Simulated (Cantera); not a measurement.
An adiabatic, constant-volume homogeneous reactor starts with CO : H₂ : O₂ : N₂ = 1 : 0.049 : 1.46 : 5.48 (molar parts), equivalence ratio 0.36, at 1000 K and 530000 Pa.

Model: GRI-Mech 3.0 (53 species, 325 reactions), integrated in Cantera. The hydrogen kinetics of GRI-Mech 3.0 are dated; newer H2 mechanisms differ, most at raised pressure.

Problem. Predict: time of steepest temperature rise; temperature at 2.00 s; equilibrium temperature; x(CO) at 2.00 s; x(H₂) at 2.00 s; x(O₂) at 2.00 s; x(OH) at 2.00 s; x(NO) at 2.00 s; x(O) at 2.00 s; x(HO₂) at 2.00 s.

Solution. 
```
Quantity                                                               Value
---------------------------------  -----------------------------------------
time of steepest temperature rise                                    9.21 ms
temperature at 2.00 s                                                 2245 K
equilibrium temperature                                               2245 K
x(CO) at 2.00 s                    0.000943 (gas-phase equilibrium 0.000943)
x(H₂) at 2.00 s                      8.11e-6 (gas-phase equilibrium 8.11e-6)
x(O₂) at 2.00 s                          0.120 (gas-phase equilibrium 0.120)
x(OH) at 2.00 s                    0.000708 (gas-phase equilibrium 0.000708)
x(NO) at 2.00 s                        0.0102 (gas-phase equilibrium 0.0102)
x(O) at 2.00 s                     0.000374 (gas-phase equilibrium 0.000374)
x(HO₂) at 2.00 s                     2.05e-6 (gas-phase equilibrium 2.05e-6)
```
